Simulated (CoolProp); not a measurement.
Aqueous ethanol as a coolant, 11 % by mass, freezing at -4.9 °C, 1 atm.

Computed with CoolProp (Melinder's fits for secondary coolants).

```csv
T (°C),viscosity (mPa s),Prandtl number,cp (kJ/(kg K)),density (kg/m³)
-2.8,4.04,36.2,4.422,984.0
0.8,3.37,29.8,4.405,983.9
4.5,2.84,24.8,4.386,983.6
8.2,2.42,20.9,4.368,___
11.8,2.11,17.9,4.350,982.5
15.5,1.85,15.5,4.332,981.7
19.2,1.63,___,4.316,___
22.8,___,12.0,4.302,979.7
26.5,1.31,___,4.290,___
30.2,1.19,___,4.281,977.1
33.8,1.08,___,4.277,975.7
37.5,0.980,7.72,4.276,974.2
```

Question: Fill in the missing entries.

Answer: 
- 8.2, density (kg/m³): 983.1
- 19.2, Prandtl number: 13.5
- 19.2, density (kg/m³): 980.7
- 22.8, viscosity (mPa s): 1.46
- 26.5, Prandtl number: 10.6
- 26.5, density (kg/m³): 978.5
- 30.2, Prandtl number: 9.50
- 33.8, Prandtl number: 8.56
